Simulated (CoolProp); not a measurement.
A closed Brayton cycle with carbon dioxide: compressor inlet 312.15 K and 8.6 MPa, high pressure 27.6 MPa, turbine inlet 930 K, compressor efficiency 0.85, turbine efficiency 0.85, recuperator effectiveness 0.95 (on enthalpy, no pinch check). Each further row changes one setting.

Values from CoolProp's reference Helmholtz-energy equation of state, Span 1996.

```
case                           thermal efficiency (%)  net work (kJ/kg)  compressor to turbine work  compressor exit (K)  turbine exit (K)
-----------------------------  ----------------------  ----------------  --------------------------  -------------------  ----------------
as stated                                  (withheld)               122                        0.25                375.0             788.7
turbine inlet 880 K                              38.4               112                  (withheld)                375.0             743.4
compressor inlet 322.15 K                        38.3        (withheld)                  (withheld)           (withheld)             788.7
high pressure 23.5 MPa                           38.8        (withheld)                        0.23                365.9             807.4
recuperator effectiveness 0.5                    23.3               122                        0.25                375.0             788.7
```

**Question.** Fill in the missing entries.

**Answer.** 
- as stated, thermal efficiency (%): 40.1
- turbine inlet 880 K, compressor to turbine work: 0.27
- compressor inlet 322.15 K, net work (kJ/kg): 105
- compressor inlet 322.15 K, compressor to turbine work: 0.36
- compressor inlet 322.15 K, compressor exit (K): 414.0
- high pressure 23.5 MPa, net work (kJ/kg): 109
